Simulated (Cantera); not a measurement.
Source: NASA polynomial tables (part measured, part estimated), evaluated in Cantera. Values are per mole of reaction as written; species without (g) are pure solids or liquids, kept so even where they would boil at 1 bar.

2 FeCl2(g) + 2 Cl(g) ⇌ Fe2Cl6(g)

```json
[
 {"T (K)": "300", "ΔH° (kJ)": "-615.0", "ΔS° (J/K)": "-391.9", "ΔG° (kJ)": "-497.4", "log10 K": "86.60"},
 {"T (K)": "1048", "ΔH° (kJ)": "-605.0", "ΔS° (J/K)": "-375.1", "ΔG° (kJ)": "-211.9", "log10 K": "10.56"},
 {"T (K)": "1148", "ΔH° (kJ)": "?", "ΔS° (J/K)": "?", "ΔG° (kJ)": "?", "log10 K": "?"},
 {"T (K)": "1248", "ΔH° (kJ)": "?", "ΔS° (J/K)": "?", "ΔG° (kJ)": "?", "log10 K": "?"},
 {"T (K)": "1348", "ΔH° (kJ)": "-601.5", "ΔS° (J/K)": "-372.1", "ΔG° (kJ)": "-99.9", "log10 K": "3.87"},
 {"T (K)": "1448", "ΔH° (kJ)": "?", "ΔS° (J/K)": "?", "ΔG° (kJ)": "?", "log10 K": "?"},
 {"T (K)": "1548", "ΔH° (kJ)": "?", "ΔS° (J/K)": "?", "ΔG° (kJ)": "?", "log10 K": "?"},
 {"T (K)": "1648", "ΔH° (kJ)": "-598.4", "ΔS° (J/K)": "-370.0", "ΔG° (kJ)": "11.4", "log10 K": "-0.36"},
 {"T (K)": "1748", "ΔH° (kJ)": "-597.4", "ΔS° (J/K)": "-369.5", "ΔG° (kJ)": "48.4", "log10 K": "-1.45"}
]
```

Question: What belongs in the gaps?

Answer: 
- 1148, ΔH° (kJ): -603.8
- 1148, ΔS° (J/K): -374.0
- 1148, ΔG° (kJ): -174.5
- 1148, log10 K: 7.94
- 1248, ΔH° (kJ): -602.6
- 1248, ΔS° (J/K): -373.0
- 1248, ΔG° (kJ): -137.1
- 1248, log10 K: 5.74
- 1448, ΔH° (kJ): -600.4
- 1448, ΔS° (J/K): -371.4
- 1448, ΔG° (kJ): -62.7
- 1448, log10 K: 2.26
- 1548, ΔH° (kJ): -599.4
- 1548, ΔS° (J/K): -370.7
- 1548, ΔG° (kJ): -25.6
- 1548, log10 K: 0.86
